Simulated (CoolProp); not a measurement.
Model: reference Helmholtz-energy equation of state, Wu 2012, in CoolProp.

**Question.** For fluoroethane (R161), give the phase and the density (kg/m³), cp (kJ/(kg K)), cv (kJ/(kg K)), isothermal compressibility (1/MPa) at 164.1 K and 5 MPa; 198.2 K and 5 MPa; 249.3 K and 5 MPa.

**Answer.** 
- 164.1 K and 5 MPa: liquid; density 915, cp 2.01, cv 1.46, isothermal compressibility 0.000621
- 198.2 K and 5 MPa: liquid; density 872, cp 1.92, cv 1.37, isothermal compressibility 0.000879
- 249.3 K and 5 MPa: liquid; density 804, cp 1.99, cv 1.38, isothermal compressibility 0.00163
